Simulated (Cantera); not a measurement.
An isothermal, constant-pressure homogeneous reactor starts with 4.92 % NO, 95.1 % N₂, at 1900 K and 42000 Pa.

Detailed kinetics in Cantera: GRI-Mech 3.0 (53 species, 325 reactions).

One state of this run: x NO = 0.0454; x NO₂ = 6.58e-6; x N₂O = 9.34e-7; x O = 2.37e-5; x N₂ = 0.953; x O₂ = 0.00187. x: mole fraction; the columns are a selection and need not sum to one.

### Question
Which value of t (s) does it belong to?
(A) 2.24
(B) 4.00e-5
(C) 0.000119
(D) 0.0844

### Answer
A, 2.24
